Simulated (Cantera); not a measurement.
# Moist CO burnout

An isothermal, constant-pressure homogeneous reactor starts with 0.277 % CO, 3.82 % O₂, 0.401 % H₂O, 95.5 % N₂, equivalence ratio 0.036, at 1175 K and 0.132 atm.

Computed with Cantera and GRI-Mech 3.0 (53 species, 325 reactions).

| t (s) | x CO | x O₂ | x H₂O | x H₂ | x H | x NO | x HO₂ |
|---|---|---|---|---|---|---|---|
| 2.00e-6 | 0.00277 | 0.0382 | 0.00401 | <1e-12 | <1e-12 | <1e-12 | <1e-12 |
| 1.43e-5 | 0.00277 | 0.0382 | 0.00401 | <1e-12 | <1e-12 | <1e-12 | <1e-12 |
| 0.000103 | 0.00277 | 0.0382 | 0.00401 | <1e-12 | <1e-12 | <1e-12 | <1e-12 |
| 0.000737 | 0.00277 | 0.0382 | 0.00401 | <1e-12 | 1.82e-12 | <1e-12 | 3.39e-12 |
| 0.00528 | 0.00277 | 0.0382 | 0.00401 | 1.52e-11 | 1.13e-10 | <1e-12 | 7.57e-11 |
| 0.0379 | 0.00269 | 0.0381 | 0.00400 | 1.19e-6 | 4.31e-6 | 1.02e-11 | 4.63e-7 |
| 0.271 | 3.83e-5 | 0.0369 | 0.00400 | 1.38e-6 | 9.53e-7 | 3.94e-8 | 2.07e-7 |
| 1.95 | 4.53e-7 | 0.0369 | 0.00401 | 2.75e-8 | 3.13e-9 | 4.19e-8 | 7.83e-9 |
| 13.9 | 2.68e-9 | 0.0369 | 0.00402 | 1.61e-9 | 4.92e-11 | 4.26e-8 | 5.90e-10 |
| 100 | 4.26e-10 | 0.0369 | 0.00402 | 4.75e-10 | 8.12e-12 | 4.28e-8 | 3.37e-10 |
x: mole fraction; the columns are a selection and need not sum to one.

Equilibrium at this temperature and pressure: CO 3.81e-10, O₂ 0.0368, H₂O 0.00402, H₂ 4.31e-10, H 7.02e-12, NO 7.46e-5, HO₂ 3.31e-10 (gas phase only).
